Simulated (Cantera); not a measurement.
Input: 1 mol TEOS, 4.3 mol O3, 0.17 mol H2, equilibrated at 0.0390 bar.

Equilibrium computed with Cantera from the NASA thermochemical tables; the gas is ideal and each condensed phase is pure. Candidate condensed phases: C, C6H6, C7H8, C8H18, H2O, Si, SiC, SiO2; 123 gas species. The feed counts by its element totals alone. The tables hold silica as quartz up to 1696 K and as liquid above; real silica turns to tridymite and cristobalite and melts near 1996 K. Equilibrium is a limit: real reactors are often held back by kinetics, nucleation or transport. All values below are at 1050 °C.

Base state: H2 0.312, CO 0.308, H2O 0.248, CO2 0.132 (mole fractions); condensed: SiO2(β-quartz).

Problem. What changes in the equilibrium state with this change: O3 from 4.3 to 0.41 mol?

Solution. 
| species | before | after |
|---|---|---|
| H2 | 0.312 | 0.759 |
| CO | 0.308 | 0.241 |
| CH4 | 2.86e-9 | 0.000153 |
| H2O | 0.248 | 5.23e-5 |
| CO2 | 0.132 | 8.95e-6 |
| SiO2(β-quartz), mol | 1.00 | 1.000 |
| C(graphite), mol | 0 | 4.77 |
